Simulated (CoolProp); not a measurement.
A single-stage vapour-compression cycle with R152A: evaporating at 231.15 K (dew point), condensing at 261.15 K (bubble point), superheat 2 K, subcooling 5 K, compressor efficiency 0.9, no pressure losses. Each further row changes one setting.

Model: reference Helmholtz-energy equation of state, Outcalt 1996, in CoolProp. It is a modified Benedict-Webb-Rubin equation, recast in Helmholtz form.

```json
[
 {"case": "as stated", "cooling COP": "6.41", "pressure ratio": "3.94", "discharge temperature (K)": "287.5", "refrigerating effect (kJ/kg)": "307", "volumetric capacity (kJ/m³)": "455"},
 {"case": "evaporating temperature 236.15 K", "cooling COP": "___", "pressure ratio": "3.05", "discharge temperature (K)": "___", "refrigerating effect (kJ/kg)": "311", "volumetric capacity (kJ/m³)": "___"},
 {"case": "condensing temperature 256.15 K", "cooling COP": "___", "pressure ratio": "3.22", "discharge temperature (K)": "279.2", "refrigerating effect (kJ/kg)": "315", "volumetric capacity (kJ/m³)": "467"},
 {"case": "subcooling 10 K", "cooling COP": "6.58", "pressure ratio": "3.94", "discharge temperature (K)": "287.5", "refrigerating effect (kJ/kg)": "315", "volumetric capacity (kJ/m³)": "467"},
 {"case": "superheat 12 K", "cooling COP": "___", "pressure ratio": "3.94", "discharge temperature (K)": "___", "refrigerating effect (kJ/kg)": "___", "volumetric capacity (kJ/m³)": "448"},
 {"case": "compressor efficiency 0.8", "cooling COP": "5.70", "pressure ratio": "3.94", "discharge temperature (K)": "293.1", "refrigerating effect (kJ/kg)": "307", "volumetric capacity (kJ/m³)": "455"}
]
```

**Question.** Complete the blanks.

**Answer.** 
- evaporating temperature 236.15 K, cooling COP: 8.00
- evaporating temperature 236.15 K, discharge temperature (K): 282.6
- evaporating temperature 236.15 K, volumetric capacity (kJ/m³): 586
- condensing temperature 256.15 K, cooling COP: 7.82
- superheat 12 K, cooling COP: 6.32
- superheat 12 K, discharge temperature (K): 298.1
- superheat 12 K, refrigerating effect (kJ/kg): 316
